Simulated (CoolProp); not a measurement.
Vapour-liquid equilibrium of propane (1) + isohexane (2) at 0.0239 MPa; x and y are mole fractions of (1).

Computed with CoolProp (multi-fluid Helmholtz-energy mixture model, Lemmon 2009 and Lemmon 2006; pair parameters Bell 2016).

```csv
x,"bubble temperature, mixture model (K)","bubble temperature, Raoult's law (K)","y, mixture model","y, Raoult's law"
0.05,[?],265.0,[?],0.768
0.2,[?],234.2,[?],0.972
0.35,[?],222.3,[?],0.991
0.5,[?],215.2,0.996,0.996
0.65,[?],210.3,0.998,0.998
0.8,206.5,206.6,0.999,0.999
0.95,203.7,203.7,1.000,1.000
```

Problem. Complete the blanks.

Solution. 
- 0.05, bubble temperature, mixture model (K): 264.4
- 0.05, y, mixture model: 0.773
- 0.2, bubble temperature, mixture model (K): 232.4
- 0.2, y, mixture model: 0.975
- 0.35, bubble temperature, mixture model (K): 220.8
- 0.35, y, mixture model: 0.992
- 0.5, bubble temperature, mixture model (K): 214.3
- 0.65, bubble temperature, mixture model (K): 209.9

The largest gap from Raoult's law is -1.8 K in bubble temperature, at x = 0.2. No azeotrope shows between x = 0.05 and 0.95.

Pair parameters are fitted to limited data, so mixtures are less certain than the pure fluids.
